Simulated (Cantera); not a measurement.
Input (Python, Cantera) and output of one run.

```python
import numpy as np
import cantera as ct

gas_names = """
    O3
""".split()
cond_names = """
    Nb2O5(s) Nb2O5(L) Nb(cr) Nb(L)
""".split()


# ... load() reads the species with a 1 bar reference pressure and builds the phases ...
species = {s.name: s for s in load("nasa_gas.yaml", gas_names) + load("nasa_condensed.yaml", cond_names)}
# Each term lists the table entries of one substance; the one whose range holds T is used.
reactions = {
    '3 Nb2O5 = 6 Nb + 5 O3(g)':
        [(-3, ['Nb2O5(s)', 'Nb2O5(L)']), (6, ['Nb(cr)', 'Nb(L)']), (5, ['O3'])],
}


def pick(names, T):
    return next(species[n] for n in names if species[n].thermo.min_temp <= T <= species[n].thermo.max_temp)


results = []
for label, terms in reactions.items():
    print(label)
    print("     T/K   dH/kJ  dS/(J/K)   dG/kJ   log10 K")
    for T in [1325, 1475, 1625, 1775, 1925, 2075, 2225, 2375]:
        used = [(nu, pick(names, T)) for nu, names in terms]
        dH = sum(nu * s.thermo.h(T) for nu, s in used) / 1e6
        dS = sum(nu * s.thermo.s(T) for nu, s in used) / 1e3
        dG = dH - T * dS / 1e3
        logK = -dG * 1e6 / (ct.gas_constant * T * np.log(10))
        results.append((label, T, dH, dS, dG, logK, [s.name for _, s in used]))
        print(f"{T:8g} {dH:8.1f} {dS:8.1f} {dG:8.1f} {logK:8.2f}")
```

Output:

```
3 Nb2O5 = 6 Nb + 5 O3(g)
     T/K   dH/kJ  dS/(J/K)   dG/kJ   log10 K
    1325   6330.1    894.5   5144.8  -202.82
    1475   6318.4    886.2   5011.3  -177.46
    1625   6308.5    879.8   4878.9  -156.83
    1775   6301.1    875.4   4747.3  -139.70
    1925   5959.1    684.4   4641.6  -125.95
    2075   5931.6    670.6   4540.1  -114.29
    2225   5907.9    659.6   4440.3  -104.24
    2375   5888.2    651.0   4342.1   -95.50
```

Cantera with NASA thermochemical tables; ideal gases at 1 bar, condensed phases pure. Condensed species are held in their standard states even where they would react or evaporate.
